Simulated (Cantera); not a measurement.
Input (Python, Cantera) and output of one run.

```python
import numpy as np
import cantera as ct

gas_names = """
    Cr CrN CrO CrO2 CrO3 N NO NO2 NO3 N2 N2O O O2 O3
""".split()
cond_names = """
    Cr(cr) Cr(L) CrN(s) Cr2N(s) Cr2O3(s) Cr2O3(L)
""".split()


# ... load() reads the species with a 1 bar reference pressure and builds the phases ...
atoms = {
    'Cr': {'Cr': 1},
    'N2O': {'N': 2, 'O': 1},
    'N2': {'N': 2},
}
top_T = {'CrN(s)': 1900, 'Cr2N(s)': 1900}  # K; cautious upper limits of use, not melting points


# ... equilibrate(T, P, feed) seeds the gas with the atoms and calls Mixture.equilibrate('TP', solver="vcs", rtol=1e-11, max_steps=5000) ...
results = []
feed = {'Cr': 1, 'N2O': 1.1, 'N2': 1.1}  # mol
P = 133.322  # Pa
for T in [1998, 2048, 2098, 2148, 2198, 2248, 2298, 2348, 2398, 2448, 2498, 2548, 2598, 2648]:
    mix = equilibrate(T, P, feed)
    results.append((T, P, feed, dict(zip(mix.species_names, mix.species_moles))))
    x = sorted(zip(gas.X, gas.species_names), reverse=True)
    print(f"T = {T:g} K  P = {P:g} Pa  gas = {mix.phase_moles(0):.4g} mol")
    print("   x: " + "  ".join(f"{s} {v:.3e}" for v, s in x if v > 0.001))
    print("   condensed (mol): " + ("  ".join(f"{mix.phase(i).name} {mix.phase_moles(i):.4g}"
          for i in range(1, mix.n_phases) if mix.phase_moles(i) > 1e-12) or "none"))
```

Result:

```
T = 1998 K  P = 133.322 Pa  gas = 2.474 mol
   x: N2 8.893e-01  Cr 1.064e-01  CrO 4.197e-03
   condensed (mol): Cr2O3(s) 0.363
T = 2048 K  P = 133.322 Pa  gas = 2.48 mol
   x: N2 8.869e-01  Cr 1.051e-01  CrO 7.645e-03
   condensed (mol): Cr2O3(s) 0.3598
T = 2098 K  P = 133.322 Pa  gas = 2.492 mol
   x: N2 8.826e-01  Cr 1.029e-01  CrO 1.348e-02
   condensed (mol): Cr2O3(s) 0.354
T = 2148 K  P = 133.322 Pa  gas = 2.515 mol
   x: N2 8.746e-01  Cr 9.952e-02  CrO 2.302e-02  CrO2 2.322e-03
   condensed (mol): Cr2O3(s) 0.343
T = 2198 K  P = 133.322 Pa  gas = 2.561 mol
   x: N2 8.590e-01  Cr 9.486e-02  CrO 3.812e-02  CrO2 6.289e-03  O 1.097e-03
   condensed (mol): Cr2O3(s) 0.3217
T = 2248 K  P = 133.322 Pa  gas = 2.658 mol
   x: N2 8.271e-01  Cr 8.967e-02  CrO 6.144e-02  CrO2 1.632e-02  O 3.316e-03  O2 1.104e-03  NO 1.043e-03
   condensed (mol): Cr2O3(s) 0.2775
T = 2298 K  P = 133.322 Pa  gas = 2.897 mol
   x: N2 7.582e-01  CrO 9.775e-02  Cr 8.723e-02  CrO2 4.022e-02  O 9.387e-03  O2 4.875e-03  NO 2.335e-03
   condensed (mol): Cr2O3(s) 0.1737
T = 2348 K  P = 133.322 Pa  gas = 3.322 mol
   x: N2 6.603e-01  CrO 1.373e-01  Cr 9.304e-02  CrO2 7.064e-02  O 2.091e-02  O2 1.367e-02  NO 4.041e-03
   condensed (mol): none
T = 2398 K  P = 133.322 Pa  gas = 3.373 mol
   x: N2 6.497e-01  CrO 1.351e-01  Cr 1.016e-01  CrO2 5.965e-02  O 3.119e-02  O2 1.762e-02  NO 5.016e-03
   condensed (mol): none
T = 2448 K  P = 133.322 Pa  gas = 3.436 mol
   x: N2 6.374e-01  CrO 1.307e-01  Cr 1.120e-01  CrO2 4.832e-02  O 4.442e-02  O2 2.114e-02  NO 5.977e-03
   condensed (mol): none
T = 2498 K  P = 133.322 Pa  gas = 3.508 mol
   x: N2 6.238e-01  Cr 1.239e-01  CrO 1.237e-01  O 6.054e-02  CrO2 3.746e-02  O2 2.373e-02  NO 6.853e-03
   condensed (mol): none
T = 2548 K  P = 133.322 Pa  gas = 3.588 mol
   x: N2 6.094e-01  Cr 1.368e-01  CrO 1.142e-01  O 7.920e-02  CrO2 2.773e-02  O2 2.504e-02  NO 7.583e-03
   condensed (mol): none
T = 2598 K  P = 133.322 Pa  gas = 3.673 mol
   x: N2 5.949e-01  Cr 1.501e-01  CrO 1.026e-01  O 9.973e-02  O2 2.492e-02  CrO2 1.958e-02  NO 8.121e-03
   condensed (mol): none
T = 2648 K  P = 133.322 Pa  gas = 3.76 mol
   x: N2 5.809e-01  Cr 1.632e-01  O 1.212e-01  CrO 8.953e-02  O2 2.350e-02  CrO2 1.320e-02  NO 8.440e-03
   condensed (mol): none
```

Equilibrium computed with Cantera from the NASA thermochemical tables; the gas is ideal and each condensed phase is pure.
